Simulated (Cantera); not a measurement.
Premixed flame

A freely propagating, adiabatic, planar premixed flame of 21.0 % H2, 14.0 % O2, 65.0 % N2, equivalence ratio 0.75, unburnt at 323 K and 1.01 bar; mixture-averaged transport, grid criteria slope 0.08 and curve 0.16, no radiation.

Detailed kinetics in Cantera: the H2/O2 subset of GRI-Mech 3.0, which has no nitrogen chemistry. Burning velocities carry a grid error of a few per cent, more on coarse grids.

```csv
z (mm),T (K),u (m/s),x H2,x O2,x O,x HO2,x H2O,x H
-1.15,323,1.06,0.210,0.140,<1e-8,<1e-8,2.23e-8,<1e-8
-0.764,323,1.06,0.209,0.140,<1e-8,<1e-8,8.11e-7,<1e-8
-0.573,323,1.06,0.207,0.140,<1e-8,1.26e-7,9.64e-6,<1e-8
-0.382,327,1.06,0.201,0.141,2.98e-8,2.14e-6,0.000140,<1e-8
-0.191,413,1.29,0.166,0.145,2.63e-6,0.000180,0.00708,4.26e-6
-0.0955,716,2.18,0.122,0.134,0.000140,0.000269,0.0426,0.00108
0,1083,3.24,0.0727,0.106,0.00159,0.000116,0.103,0.00646
0.0955,1339,3.99,0.0349,0.0740,0.00423,6.24e-5,0.159,0.0114
0.191,1488,4.43,0.0179,0.0567,0.00540,4.03e-5,0.187,0.0116
0.382,1634,4.84,0.0100,0.0478,0.00471,2.57e-5,0.203,0.00754
0.764,1751,5.16,0.00633,0.0447,0.00287,1.58e-5,0.213,0.00331
1.53,1826,5.36,0.00319,0.0432,0.00136,8.36e-6,0.220,0.00106
3.06,1865,5.46,0.00122,0.0427,0.000509,3.58e-6,0.224,0.000236
```
x: mole fraction of selected species; z is measured from the peak of heat release.

```json
{
  "laminar_burning_velocity": "106 cm/s",
  "thermal_thickness": "0.382 mm",
  "peak x(O)": "0.00545",
  "peak x(HO2)": "0.000358",
  "peak x(H)": "0.0120",
  "grid_points": "114"
}
```
